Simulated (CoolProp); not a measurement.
Methane along the isotherm 128.5 K: fugacity coefficient from the reference equation and from simpler models built on Tc = 190.6 K, pc = 4.599 MPa, ω = 0.011; each cubic takes its own stable root.

Computed with CoolProp (reference Helmholtz-energy equation of state, Setzmann 1991).

| p (MPa) | phase | reference |
|---|---|---|
| 0.627 | liquid | 0.4996 |
| 1.25 | liquid | 0.2566 |
| 1.88 | liquid | 0.1747 |
| 2.51 | liquid | 0.1340 |
| 3.14 | liquid | 0.1097 |
| 3.76 | liquid | 0.09374 |
| 4.39 | liquid | 0.08221 |
| 5.02 | liquid | 0.07360 |
| 5.64 | liquid | 0.06704 |
| 6.27 | liquid | 0.06174 |
| 6.9 | liquid | 0.05743 |

Problem. How far does each simpler model (van der Waals, Redlich-Kwong, Soave-Redlich-Kwong, Peng-Robinson) lie from the reference over these 11 states: mean and median of the absolute difference, and the worst?

Solution. 
- van der Waals: mean 119.9 %, median 122.7 %, worst +134.4 % at 128.5 K and 6.9 MPa
- Redlich-Kwong: mean 12.0 %, median 12.0 %, worst -12.0 % at 128.5 K and 6.9 MPa
- Soave-Redlich-Kwong: mean 0.2 %, median 0.2 %, worst +0.3 % at 128.5 K and 6.9 MPa
- Peng-Robinson: mean 0.9 %, median 0.7 %, worst -2.0 % at 128.5 K and 6.9 MPa

At some of these states van der Waals gives the other phase, because its saturation line lies elsewhere.
